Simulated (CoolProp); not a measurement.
A simple Rankine cycle with the fluoroketone C6F12O (FK-5-1-12): condensing at 326.15 K, boiler at 1.04 MPa, turbine inlet 451 K, turbine efficiency 0.65, pump efficiency 0.6, no recuperator. Each further row changes one setting.

Computed with CoolProp (reference Helmholtz-energy equation of state, McLinden 2015).

| case | thermal efficiency (%) | net work (kJ/kg) | heat in (kJ/kg) | turbine exit temperature (K) | volume ratio over the turbine |
|---|---|---|---|---|---|
| as stated | 7.0 | 13.8 | 197 | 427.6 | 10.4 |
| turbine inlet 471 K | 6.8 | 14.8 | 218 | 448.4 | 10.0 |
| condensing temperature 318.15 K | 7.7 | 15.8 | 206 | 425.4 | 13.8 |
| boiler pressure 0.728 MPa | 6.1 | 12.2 | 200 | 433.0 | 6.81 |
| turbine efficiency 0.55 | 5.9 | 11.6 | 197 | 429.9 | 10.5 |
